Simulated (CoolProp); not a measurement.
A single-stage vapour-compression cycle with sulfur dioxide: evaporating at 280.15 K (dew point), condensing at 316.15 K (bubble point), superheat 2 K, subcooling 8 K, compressor efficiency 0.9, no pressure losses. Each further row changes one setting.

Values from CoolProp's reference Helmholtz-energy equation of state, Gao 2016.

```tsv
case	cooling COP	pressure ratio	discharge temperature (K)	refrigerating effect (kJ/kg)	volumetric capacity (kJ/m³)
as stated	6.32	3.35	370.3	336	1970
evaporating temperature 285.15 K	7.60	2.78	361.4	339	2370
condensing temperature 311.15 K	7.47	2.89	358.5	343	2010
subcooling 13 K	6.45	3.35	370.3	343	2010
superheat 12 K	6.19	3.35	382.5	343	1930
compressor efficiency 0.8	5.62	3.35	379.3	336	1970
```
